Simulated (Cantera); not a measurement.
Input: 1 mol Si3N4, 54 mol H2, 1.5 mol O2, equilibrated at 0.0900 Torr.

Method: chemical equilibrium by Gibbs-energy minimisation in Cantera with the NASA 1993 tables (ideal gas, pure condensed phases). Candidate condensed phases: H2O, Si, SiO2, Si2N2O, Si3N4; 35 gas species. Equilibrium is a limit: real reactors are often held back by kinetics, nucleation or transport. All values below are at 1748 K.

Base state: H2 0.896, SiO 0.0503, N2 0.0336, H 0.0197 (mole fractions); condensed: gas only.

What changes in the equilibrium state with this change: O2 from 1.5 to 0.97 mol?


| species | before | after |
|---|---|---|
| H2 | 0.896 | 0.901 |
| N2 | 0.0336 | 0.0337 |
| SiO | 0.0503 | 0.0327 |
| Si | 9.76e-6 | 0.0121 |
| H | 0.0197 | 0.0198 |
| Si2 | <1e-9 | 6.23e-5 |
| Si2N | <1e-9 | 2.16e-5 |
| Si3 | <1e-9 | 1.53e-5 |
| Si(l), mol | 0 | 0.317 |
The tables' values for SiN are old estimates; treat these amounts as uncertain. Gases not in the tables: Si2H6 and higher silanes.

What changes in the equilibrium state with this change: pressure from 0.0900 Torr to 10.0 Torr?


```tsv
species	before	after
H2	0.896	0.913
SiO	0.0503	0.0508
N2	0.0336	0.0339
H	0.0197	0.00189
H2O	9.91e-6	1.15e-5
```
